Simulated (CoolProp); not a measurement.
Vapour-liquid equilibrium of CHF3 (R23) (1) + isobutane (2) at -3.35 °C; x and y are mole fractions of (1).

The numbers come from the multi-fluid Helmholtz-energy mixture model, Penoncello 2003 and Bücker 2006; pair parameters Bell 2016 in CoolProp.

| x | bubble pressure, mixture model (MPa) | bubble pressure, Raoult's law (MPa) | y, mixture model | y, Raoult's law |
|---|---|---|---|---|
| 0.05 | 0.4457 | 0.2460 | 0.675 | 0.463 |
| 0.2 | 1.139 | 0.5665 | 0.865 | 0.804 |
| 0.35 | 1.514 | 0.8871 | 0.896 | 0.898 |
| 0.5 | 1.692 | 1.208 | 0.908 | 0.942 |
| 0.65 | 1.813 | 1.528 | 0.918 | 0.968 |
| 0.8 | 1.966 | 1.849 | 0.936 | 0.985 |
| 0.95 | 2.189 | 2.169 | 0.977 | 0.997 |

The largest gap from Raoult's law is +101.1 % in bubble pressure, at x = 0.2. No azeotrope shows between x = 0.05 and 0.95.

The pair parameters rest on a limited set of measurements; away from them the model extrapolates. With so large a gap from Raoult's law the liquid may split in two, which this calculation doesn't test in full.
